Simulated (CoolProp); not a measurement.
Vapour-liquid equilibrium of R134a (1) + R141b (2) at 55.15 °C; x and y are mole fractions of (1).

Computed with CoolProp (multi-fluid Helmholtz-energy mixture model, Tillner-Roth 1994 and Lemmon 2006; pair parameters Bell 2016).

Give the bubble pressure and the first vapour's composition at x = 0.125, 0.2, 0.575. Is there an azeotrope?

x = 0.125: 426.4 kPa, y = 0.530; x = 0.2: 544.3 kPa, y = 0.649; x = 0.575: 1018 kPa, y = 0.866. No azeotrope shows between x = 0.05 and 0.95.

The pair parameters rest on a limited set of measurements; away from them the model extrapolates.
